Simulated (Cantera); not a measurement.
Cantera run:

```python
import numpy as np
import cantera as ct

gas_names = [...]  # 123 gases of nasa_gas.yaml made of C, H, O, Si
cond_names = """
    C(gr) C6H6(L) C7H8(L) C8H18(L),n-octa H2O(s) H2O(L) Si(cr) Si(L) SiC(b) SiO2(Lqz) SiO2(hqz) SiO2(L)
""".split()


# ... load() reads the species with a 1 bar reference pressure and builds the phases ...
atoms = {
    'Si': {'Si': 1},
    'CO': {'C': 1, 'O': 1},
    'H2': {'H': 2},
    'CO2': {'C': 1, 'O': 2},
}
top_T = {'C(gr)': 4500, 'SiC(b)': 3050}  # K; cautious upper limits of use, not melting points


# ... equilibrate(T, P, feed) seeds the gas with the atoms and calls Mixture.equilibrate('TP', solver="vcs", rtol=1e-11, max_steps=5000) ...
results = []
feed = {'Si': 1, 'CO': 1.4, 'H2': 97, 'CO2': 0.77}  # mol
T = 1775  # K
P = 11  # Pa
mix = equilibrate(T, P, feed)
results.append((T, P, feed, dict(zip(mix.species_names, mix.species_moles))))
print(gas.report(threshold=0.001))
for i in range(1, mix.n_phases):
    print(f"{mix.phase(i).name:16s} {mix.phase_moles(i):12.5e} mol")
```

It prints:

```
       temperature   1775 K
          pressure   11 Pa
           density   2.1785e-06 kg/m^3
  mean mol. weight   2.9228 kg/kmol
   phase of matter   gas

                          1 kg             1 kmol
                     ---------------   ---------------
          enthalpy        1.6695e+07        4.8797e+07  J
   internal energy        1.1646e+07        3.4038e+07  J
           entropy             90303        2.6394e+05  J/K
    Gibbs function       -1.4359e+08       -4.1969e+08  J
 heat capacity c_p             11334             33126  J/K
 heat capacity c_v            8488.9             24811  J/K

                      mass frac. Y      mole frac. X     chem. pot. / RT
                     ---------------   ---------------   ---------------
                CO           0.20474          0.021364           -47.753
                 H         0.0092374          0.026785           -14.141
                H2           0.64976           0.94201           -28.282
                Si          0.021204         0.0022067           -7.3882
               SiO           0.11454          0.007594           -50.033
     [ +118 minor]         0.0005227        4.0417e-05

C(gr)             0.00000e+00 mol
Si(L)             0.00000e+00 mol
SiC(b)            0.00000e+00 mol
SiO2(L)           0.00000e+00 mol
```

Equilibrium computed with Cantera from the NASA thermochemical tables; the gas is ideal and each condensed phase is pure.
